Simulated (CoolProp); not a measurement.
Properties of toluene along the isotherm 346.85 °C (Tc = 318.6 °C, pc = 4126 kPa, ω = 0.266).

Model: reference Helmholtz-energy equation of state, Lemmon 2006, in CoolProp. It is a short technical equation, of lower accuracy than the large ones.

| p (kPa) | phase | density (kg/m³) | expansivity (1/kK) | conductivity (mW/(m K)) | fugacity coefficient |
|---|---|---|---|---|---|
| 6.52 | gas | 0.1166 | 1.616 | 43.5 | 0.9995 |
| 11.6 | gas | 0.2075 | 1.618 | 43.5 | 0.9991 |
| 20.6 | gas | 0.3688 | 1.621 | 43.5 | 0.9984 |
| 36.7 | gas | 0.6578 | 1.628 | 43.5 | 0.9972 |
| 65.2 | gas | 1.171 | 1.640 | 43.5 | 0.9950 |
| 116 | gas | 2.092 | 1.661 | 43.5 | 0.9912 |
| 206 | gas | 3.741 | 1.700 | 43.5 | 0.9843 |
| 367 | gas | 6.752 | 1.773 | 43.5 | 0.9722 |
| 652 | gas | 12.28 | 1.916 | 43.6 | 0.9508 |
| 1160 | gas | 22.86 | 2.223 | 43.8 | 0.9132 |
| 2060 | gas | 44.54 | 3.006 | 44.6 | 0.8482 |

Thermal conductivity comes from a separate model (Assael 2012).
